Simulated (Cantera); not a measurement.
Input (Python, Cantera) and output of one run.

```python
import numpy as np
import cantera as ct

gas_names = """
    Cs CsO CsOH Cs2 Cs2O Cs2O2H2 H HO2 H2 H2O H2O2 O OH O2 O3
""".split()
cond_names = """
    Cs(cr) Cs(L) CsOH(a) CsOH(b) CsOH(c) CsOH(L) H2O(s) H2O(L)
""".split()


# ... load() reads the species with a 1 bar reference pressure and builds the phases ...
atoms = {
    'CsOH': {'Cs': 1, 'O': 1, 'H': 1},
    'H2': {'H': 2},
}
top_T = {}  # K; cautious upper limits of use, not melting points


# ... equilibrate(T, P, feed) seeds the gas with the atoms and calls Mixture.equilibrate('TP', solver="vcs", rtol=1e-11, max_steps=5000) ...
results = []
feed = {'CsOH': 1, 'H2': 0.38}  # mol
P = 3600  # Pa
for T in [1500, 1550, 1600, 1650, 1700, 1750, 1800, 1850, 1900, 1950, 2000, 2050]:
    mix = equilibrate(T, P, feed)
    results.append((T, P, feed, dict(zip(mix.species_names, mix.species_moles))))
    x = sorted(zip(gas.X, gas.species_names), reverse=True)
    print(f"T = {T:g} K  P = {P:g} Pa  gas = {mix.phase_moles(0):.4g} mol")
    print("   x: " + "  ".join(f"{s} {v:.3e}" for v, s in x if v > 0.001))
    print("   condensed (mol): " + ("  ".join(f"{mix.phase(i).name} {mix.phase_moles(i):.4g}"
          for i in range(1, mix.n_phases) if mix.phase_moles(i) > 1e-12) or "none"))
```

Output:

```
T = 1500 K  P = 3600 Pa  gas = 1.529 mol
   x: CsOH 4.584e-01  H2O 1.954e-01  Cs 1.953e-01  H2 1.508e-01
   condensed (mol): none
T = 1550 K  P = 3600 Pa  gas = 1.542 mol
   x: CsOH 4.389e-01  H2O 2.097e-01  Cs 2.097e-01  H2 1.416e-01
   condensed (mol): none
T = 1600 K  P = 3600 Pa  gas = 1.554 mol
   x: CsOH 4.203e-01  H2O 2.234e-01  Cs 2.234e-01  H2 1.329e-01
   condensed (mol): none
T = 1650 K  P = 3600 Pa  gas = 1.565 mol
   x: CsOH 4.025e-01  H2O 2.364e-01  Cs 2.364e-01  H2 1.245e-01
   condensed (mol): none
T = 1700 K  P = 3600 Pa  gas = 1.576 mol
   x: CsOH 3.856e-01  Cs 2.488e-01  H2O 2.488e-01  H2 1.166e-01
   condensed (mol): none
T = 1750 K  P = 3600 Pa  gas = 1.587 mol
   x: CsOH 3.697e-01  Cs 2.604e-01  H2O 2.604e-01  H2 1.091e-01
   condensed (mol): none
T = 1800 K  P = 3600 Pa  gas = 1.597 mol
   x: CsOH 3.547e-01  Cs 2.714e-01  H2O 2.713e-01  H2 1.020e-01
   condensed (mol): none
T = 1850 K  P = 3600 Pa  gas = 1.607 mol
   x: CsOH 3.405e-01  Cs 2.816e-01  H2O 2.815e-01  H2 9.528e-02
   condensed (mol): none
T = 1900 K  P = 3600 Pa  gas = 1.617 mol
   x: CsOH 3.273e-01  Cs 2.912e-01  H2O 2.909e-01  H2 8.900e-02  H 1.248e-03
   condensed (mol): none
T = 1950 K  P = 3600 Pa  gas = 1.626 mol
   x: CsOH 3.148e-01  Cs 3.001e-01  H2O 2.996e-01  H2 8.309e-02  H 1.742e-03
   condensed (mol): none
T = 2000 K  P = 3600 Pa  gas = 1.635 mol
   x: Cs 3.085e-01  H2O 3.075e-01  CsOH 3.031e-01  H2 7.757e-02  H 2.387e-03
   condensed (mol): none
T = 2050 K  P = 3600 Pa  gas = 1.644 mol
   x: Cs 3.162e-01  H2O 3.145e-01  CsOH 2.919e-01  H2 7.242e-02  H 3.218e-03  OH 1.527e-03
   condensed (mol): none
```

Equilibrium computed with Cantera from the NASA thermochemical tables; the gas is ideal and each condensed phase is pure.
